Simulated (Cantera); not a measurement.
**Premixed flame**

A freely propagating, adiabatic, planar premixed flame of H₂ : O₂ : N₂ = 1 : 0.333 : 0.867 (molar parts), unburnt at 650 K and 2.90 bar; unity-Lewis-number transport, grid criteria slope 0.08 and curve 0.16, no radiation.

Model: the H2/O2 subset of GRI-Mech 3.0, which has no nitrogen chemistry, integrated in Cantera. The hydrogen kinetics of GRI-Mech 3.0 are dated; newer H2 mechanisms differ, most at raised pressure. Unity Lewis numbers drop preferential diffusion, which matters most where H2 and H carry the flame. Burning velocities carry a grid error of a few per cent, more on coarse grids.

| z (mm) | T (K) | u (m/s) | x H₂ | x O₂ | x H₂O | x O | x OH | x H₂O₂ |
|---|---|---|---|---|---|---|---|---|
| -0.281 | 650 | 9.12 | 0.455 | 0.151 | 3.81e-8 | <1e-8 | <1e-8 | <1e-8 |
| -0.187 | 650 | 9.12 | 0.455 | 0.151 | 8.49e-7 | <1e-8 | <1e-8 | <1e-8 |
| -0.141 | 650 | 9.12 | 0.455 | 0.151 | 7.04e-6 | <1e-8 | <1e-8 | 1.09e-8 |
| -0.0937 | 651 | 9.13 | 0.454 | 0.151 | 0.000120 | 9.50e-8 | <1e-8 | 1.84e-7 |
| -0.0468 | 696 | 9.74 | 0.450 | 0.149 | 0.00587 | 2.15e-5 | 2.55e-5 | 6.35e-6 |
| -0.0234 | 965 | 13.3 | 0.414 | 0.130 | 0.0465 | 0.000547 | 0.000777 | 1.48e-5 |
| 0 | 1460 | 19.4 | 0.286 | 0.0729 | 0.163 | 0.00468 | 0.00487 | 6.13e-6 |
| 0.0234 | 1787 | 23.3 | 0.180 | 0.0248 | 0.256 | 0.00807 | 0.0124 | 2.61e-6 |
| 0.0468 | 1953 | 25.1 | 0.156 | 0.0107 | 0.284 | 0.00823 | 0.0167 | 1.63e-6 |
| 0.0937 | 2131 | 27.0 | 0.156 | 0.00575 | 0.298 | 0.00669 | 0.0187 | 9.23e-7 |
| 0.187 | 2309 | 28.8 | 0.162 | 0.00371 | 0.310 | 0.00451 | 0.0182 | 5.52e-7 |
| 0.375 | 2469 | 30.4 | 0.167 | 0.00217 | 0.322 | 0.00263 | 0.0159 | 3.68e-7 |
| 0.749 | 2593 | 31.6 | 0.171 | 0.00114 | 0.332 | 0.00138 | 0.0127 | 2.54e-7 |
x: mole fraction of selected species; z is measured from the peak of heat release.

```
Item                         Result
------------------------  ---------
laminar burning velocity   912 cm/s
thermal thickness         0.0937 mm
peak x(O)                   0.00838
peak x(OH)                   0.0188
peak x(H₂O₂)                1.48e-5
grid points                     124
```
